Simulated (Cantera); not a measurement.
Input: 1 mol borazine, 48 mol H2, held at 0.460 bar.

Equilibrium computed with Cantera from the NASA thermochemical tables; the gas is ideal and each condensed phase is pure. Candidate condensed phases: B, BN; 15 gas species. The feed counts by its element totals alone. Mutual solubility and eutectic melting of coexisting phases are not modelled. The tables' values for BH2 are old estimates; treat these amounts as uncertain. Gases not in the tables: B2H6 and higher boranes. Equilibrium is a limit: real reactors are often held back by kinetics, nucleation or transport. All values below are at 2023 K.

Base state: H2 0.996, H 0.00279, BH2 0.000531, N2 0.000359, BH3 2.56e-5 (mole fractions); condensed: B(s) + BN(s).

### Question
What changes in the equilibrium state with this change: pressure from 0.460 bar to 13.3 mbar?

### Answer
| species | before | after |
|---|---|---|
| H2 | 0.996 | 0.971 |
| H | 0.00279 | 0.0162 |
| N2 | 0.000359 | 0.0124 |
| BH2 | 0.000531 | 0.000518 |
| B | 4.23e-7 | 1.46e-5 |
| BH3 | 2.56e-5 | 4.20e-6 |
| B(s), mol | 0.00821 | 1.26 |
| BN(s), mol | 2.96 | 1.71 |
